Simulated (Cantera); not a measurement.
Input (Python, Cantera):

```python
import numpy as np
import cantera as ct

gas = ct.Solution("h2o2.yaml")
gas.TPX = 1175, 1333, {'H2': 0.37, 'O2': 1}
reactor = ct.IdealGasConstPressureReactor(gas, energy="off", clone=False)
net = ct.ReactorNet([reactor])
net.rtol, net.atol = 1e-08, 1e-18
show = ['H2', 'O2', 'HO2', 'O', 'H2O', 'H', 'H2O2']
times = np.geomspace(1e-06, 40, 12)

steps = ct.SolutionArray(gas, extra=["t"])
rows = []
print(f"{'t/s':>10s}{'T/K':>9s}{'P/Pa':>11s}" + "".join(f"{s:>11s}" for s in show))
for t in times:
    while net.time < t:
        t_next = net.step()
        steps.append(gas.state, t=t_next)
    rows.append([np.interp(t, steps.t, y) for y in (steps.T, steps.P, *steps(*show).X.T)])
    print(f"{t:10.3e}{rows[-1][0]:9.1f}{rows[-1][1]:11.4g}" + "".join(f"{x:11.3e}" for x in rows[-1][2:]))
rate = np.gradient(steps.T, steps.t)
print("integrator steps:", len(steps.t))
if steps.T.max() > steps.T[0] + 200:
    print(f"time of steepest temperature rise: {steps.t[rate.argmax()]:.4e} s")
gas.TPX = 1175, 1333, {'H2': 0.37, 'O2': 1}
gas.equilibrate("TP")
print(f"equilibrium (TP): T = {gas.T:.1f} K  " + "  ".join(f"{s} {gas[s].X[0]:.3e}" for s in show))
```

It prints:

```
       t/s      T/K       P/Pa         H2         O2        HO2          O        H2O          H       H2O2
 1.000e-06   1175.0       1333  2.701e-01  7.299e-01  1.117e-10  8.653e-13  2.294e-14  1.108e-10  9.825e-16
 4.910e-06   1175.0       1333  2.701e-01  7.299e-01  5.484e-10  1.995e-11  2.512e-12  5.308e-10  2.363e-14
 2.411e-05   1175.0       1333  2.701e-01  7.299e-01  2.693e-09  4.093e-10  2.233e-10  2.505e-09  5.680e-13
 1.184e-04   1175.0       1333  2.701e-01  7.299e-01  1.326e-08  8.573e-09  1.625e-08  2.085e-08  1.369e-11
 5.813e-04   1175.0       1333  2.700e-01  7.299e-01  1.294e-07  7.940e-06  2.482e-05  1.687e-05  4.051e-10
 2.854e-03   1175.0       1333  1.410e-02  6.023e-01  1.035e-05  7.043e-02  2.130e-01  8.967e-02  3.545e-07
 1.401e-02   1175.0       1333  5.112e-03  6.640e-01  1.204e-05  2.104e-02  2.882e-01  1.509e-02  6.091e-07
 6.881e-02   1175.0       1333  1.892e-04  6.866e-01  3.460e-06  7.466e-04  3.111e-01  9.840e-05  3.023e-07
 3.379e-01   1175.0       1333  9.001e-06  6.876e-01  3.034e-07  3.698e-05  3.121e-01  1.085e-06  6.034e-08
 1.659e+00   1175.0       1333  9.670e-07  6.877e-01  4.074e-08  4.106e-06  3.122e-01  4.006e-08  1.272e-08
 8.146e+00   1175.0       1333  1.513e-07  6.877e-01  1.215e-08  6.525e-07  3.122e-01  2.537e-09  2.751e-09
 4.000e+01   1175.0       1333  3.450e-08  6.878e-01  1.314e-08  1.491e-07  3.122e-01  2.790e-10  7.574e-10
integrator steps: 2224
equilibrium (TP): T = 1175.0 K  H2 2.453e-08  O2 6.878e-01  HO2 1.476e-08  O 1.056e-07  H2O 3.122e-01  H 1.674e-10  H2O2 5.699e-10
```

Computed with Cantera and the H2/O2 subset of GRI-Mech 3.0, which has no nitrogen chemistry. Radical loss at walls, strong at low pressure, is not modelled. The temperature is held fixed by assumption; the heat of reaction is taken as removed at once.
